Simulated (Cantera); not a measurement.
A Cantera script and its output.

```python
import numpy as np
import cantera as ct

gas = ct.Solution("SiF4_NH3_mec.yaml", "gas")
gas.TPX = 1525, 13332, {'NH3': 1, 'N2': 0.21}
inlet = ct.Reservoir(gas, clone=True)

reactor = ct.IdealGasConstPressureReactor(gas, energy="off", clone=False)
exhaust = ct.Reservoir(gas, clone=True)
tau = [6.7, 2.2, 0.74, 0.25, 0.083, 0.028, 0.0092, 0.0031, 0.001, 0.00034][0]
for a, b in ((inlet, reactor), (reactor, exhaust)):
    ct.MassFlowController(a, b, mdot=lambda t: reactor.mass / tau)
net = ct.ReactorNet([reactor])
show = ['NH3', 'H2', 'NH', 'N2', 'N2H2', 'N', 'NH2']

rows = []
print(f"{'tau/s':>10s}{'T/K':>9s}" + "".join(f"{s:>11s}" for s in show))
for tau in [6.7, 2.2, 0.74, 0.25, 0.083, 0.028, 0.0092, 0.0031, 0.001, 0.00034]:
    net.initial_time = 0.0
    net.advance(30 * tau)
    before = gas.X
    net.advance(40 * tau)
    drift = np.max(np.abs(gas.X - before) / (gas.X + 1e-9))
    rows.append([gas.T, *gas[show].X, drift])
    print(f"{tau:10.3e}{gas.T:9.1f}" + "".join(f"{x:11.3e}" for x in gas[show].X))
```

Output:

```
     tau/s      T/K        NH3         H2         NH         N2       N2H2          N        NH2
 6.700e+00   1525.0  7.493e-01  6.331e-02  1.979e-07  1.873e-01  6.148e-07  3.671e-09  6.627e-05
 2.200e+00   1525.0  7.990e-01  2.250e-02  1.769e-07  1.784e-01  6.953e-07  1.928e-09  7.019e-05
 7.400e-01   1525.0  8.171e-01  7.652e-03  1.531e-07  1.752e-01  7.133e-07  7.581e-10  7.158e-05
 2.500e-01   1525.0  8.234e-01  2.486e-03  1.349e-07  1.741e-01  6.850e-07  2.582e-10  7.051e-05
 8.300e-02   1525.0  8.255e-01  7.132e-04  1.136e-07  1.737e-01  5.790e-07  7.835e-11  6.496e-05
 2.800e-02   1525.0  8.262e-01  1.530e-04  7.191e-08  1.736e-01  3.313e-07  1.878e-11  4.921e-05
 9.200e-03   1525.0  8.264e-01  1.957e-05  1.878e-08  1.736e-01  6.748e-08  2.845e-12  2.251e-05
 3.100e-03   1525.0  8.264e-01  4.219e-06  2.556e-09  1.736e-01  7.566e-09  5.052e-13  7.804e-06
 1.000e-03   1525.0  8.264e-01  1.270e-06  2.578e-10  1.736e-01  6.773e-10  3.694e-14  2.522e-06
 3.400e-04   1525.0  8.264e-01  4.281e-07  2.472e-11  1.736e-01  5.632e-11  1.393e-15  8.570e-07
```

Model: the gas-phase N/H chemistry of the illustrative SiF4/NH3 mechanism in the Surface Chemkin manual (1991), integrated in Cantera. Walls and surfaces, which speed up NH3 decomposition in real reactors, are not modelled.
